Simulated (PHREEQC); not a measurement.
**Acid mine or pickling water (model solution)**

A made-up water analysis in mg/kgw, 25 °C, pH 1.86, pe 9.8:

| constituent | mg/kgw |
|---|---|
| Na | 9.44 |
| K | 45.1 |
| Ca | 99.1 |
| Mg | 8.43 |
| Cl | 34.6 |
| S(6) as SO4 | 1630 |
| Cu(2) | 2.21 |
| Zn | 0.361 |
| Mn(2) | 0.57 |

Na is adjusted to close the charge balance.
Valence states are taken as typed.

All values are PHREEQC results (ion-association model, phreeqc.dat), not measurements.

Each row changes one thing in this solution. Precipitation was switched off in this run.

```csv
case,ionic strength (mol/kgw),SO4-2 (mol/kgw),HSO4- (mol/kgw),Ca+2 (mol/kgw),CaSO4 (mol/kgw),Mg+2 (mol/kgw),SI of Gypsum (CaSO4:2H2O),SI of Sylvite (KCl)
as made,0.0367,0.00883,0.00710,0.00171,0.000685,0.000226,-0.83,-7.02
all concentrations times 3 at the same typed pH,0.110,0.0275,0.0172,0.00428,0.00280,0.000548,-0.21,-6.16
Mg from 8.43 to 4.21 mg/kgw,0.0367,0.00886,0.00712,0.00171,0.000687,0.000112,-0.83,-7.02
K from 45.1 to 90.2 mg/kgw,0.0367,0.00882,0.00710,0.00171,0.000685,0.000226,-0.83,-6.72
temperature from 25 to 65 °C at the same typed pH,0.0292,0.00505,0.0110,0.00180,0.000547,0.000195,-0.95,-7.19
```

At this temperature some constants are extrapolated from 25 °C, and those without enthalpy data are left unchanged.
